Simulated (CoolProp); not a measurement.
Saturation properties of R134a.

Model: reference Helmholtz-energy equation of state, Tillner-Roth 1994, in CoolProp.

| T (K) | p (MPa) | enthalpy of vaporisation (kJ/kg) | liquid cp (kJ/(kg K)) | surface tension (mN/m) |
|---|---|---|---|---|
| 203.3 | 0.008069 | 243.7 | 1.210 | 21.9 |
| 215.2 | 0.01815 | 236.7 | 1.226 | 20.1 |
| 227.1 | 0.03690 | 229.6 | 1.244 | 18.2 |
| 239 | 0.06900 | 222.2 | 1.265 | 16.4 |
| 251 | 0.1208 | 214.4 | 1.289 | 14.6 |
| 262.9 | 0.1986 | 206.1 | 1.315 | 12.9 |
| 274.8 | 0.3107 | 197.3 | 1.346 | [?] |
| 286.7 | 0.4660 | 187.8 | 1.382 | 9.56 |
| 298.6 | 0.6743 | 177.4 | 1.426 | 7.97 |
| 310.5 | [?] | 165.8 | 1.483 | 6.45 |
| 322.4 | 1.293 | 152.7 | 1.560 | 4.99 |
| 334.3 | 1.728 | 137.5 | 1.673 | 3.61 |
| 346.3 | 2.270 | 119.1 | [?] | 2.31 |

### Question
Complete the blanks.

### Answer

- 274.8, surface tension (mN/m): 11.2
- 310.5, p (MPa): 0.9462
- 346.3, liquid cp (kJ/(kg K)): 1.868

It boils at 247.1 K under 1 atm.

Surface tension comes from a separate correlation (Mulero 2012).
